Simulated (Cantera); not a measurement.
Cantera run:

```python
import numpy as np
import cantera as ct

gas_names = """
    H HO2 H2 H2O H2O2 H2S H2SO4 O OH O2 O3 S SH SO SO2 SO3 S2 S2O S8
""".split()
cond_names = """
    H2O(s) H2O(L) H2SO4(L) S(cr1) S(cr2) S(L)
""".split()


def load(file, names, dense=False):
    # The tables refer to 1 bar. Condensed volumes are neglected.
    table = {s.name: s for s in ct.Species.list_from_file(file)}
    out = []
    for n in names:
        d = dict(table[n].input_data)
        d["thermo"] = dict(d["thermo"], **{"reference-pressure": 1e5})
        if dense:
            d["equation-of-state"] = {"model": "constant-volume", "density": "1e6 g/cm^3"}
        out.append(ct.Species.from_dict(d))
    return out


gas = ct.Solution(thermo="ideal-gas", species=load("nasa_gas.yaml", gas_names))
cond = {s.name: ct.Solution(thermo="fixed-stoichiometry", species=[s], name=s.name)
        for s in load("nasa_condensed.yaml", cond_names, dense=True)}
atoms = {
    'H2S': {'H': 2, 'S': 1},
    'O2': {'O': 2},
}
top_T = {}  # K; cautious upper limits of use, not melting points


def equilibrate(T, P, feed):
    n = {}
    for name, mol in feed.items():
        for a, k in atoms[name].items():
            n[a] = n.get(a, 0.0) + k * mol
    gas.TPX = T, P, n
    mass = sum(n.values()) * gas.mean_molecular_weight
    gas.equilibrate("TP")
    valid = [c for c in cond.values() if c.min_temp <= T <= top_T.get(c.name, c.max_temp)]
    mix = ct.Mixture([(gas, mass / gas.mean_molecular_weight)] + [(c, 0.0) for c in valid])
    mix.T, mix.P = T, P
    mix.equilibrate("TP", solver="vcs", rtol=1e-11, max_steps=5000)
    return mix


results = []
feed = {'H2S': 1, 'O2': 0.65}  # mol
T = 1050  # K
P = 170  # Pa
mix = equilibrate(T, P, feed)
results.append((T, P, feed, dict(zip(mix.species_names, mix.species_moles))))
print(gas.report(threshold=0.0001))
for i in range(1, mix.n_phases):
    print(f"{mix.phase(i).name:16s} {mix.phase_moles(i):12.5e} mol")
```

It prints:

```
       temperature   1050 K
          pressure   170 Pa
           density   0.0006812 kg/m^3
  mean mol. weight   34.983 kg/kmol
   phase of matter   gas

                          1 kg             1 kmol
                     ---------------   ---------------
          enthalpy       -3.3807e+06       -1.1826e+08  J
   internal energy       -3.6302e+06         -1.27e+08  J
           entropy            9000.2        3.1485e+05  J/K
    Gibbs function       -1.2831e+07       -4.4886e+08  J
 heat capacity c_p            1213.8             42461  J/K
 heat capacity c_v            976.11             34147  J/K

                      mass frac. Y      mole frac. X     chem. pot. / RT
                     ---------------   ---------------   ---------------
                H2         0.0014036          0.024356            -27.72
               H2O           0.29542           0.57367           -59.652
               H2S          0.038404          0.039426            -39.14
                SO        0.00022168        0.00016137           -43.351
               SO2           0.23212           0.12677           -75.282
                S2           0.42916           0.23414           -22.839
               S2O         0.0031765         0.0013869            -54.77
     [  +12 minor]        8.9946e-05        9.5191e-05

S(L)              0.00000e+00 mol
```

Cantera equilibrium calculation (NASA polynomials, part measured and part estimated; ideal gas, pure solids and liquids). Gases not in the tables: S3 to S7.
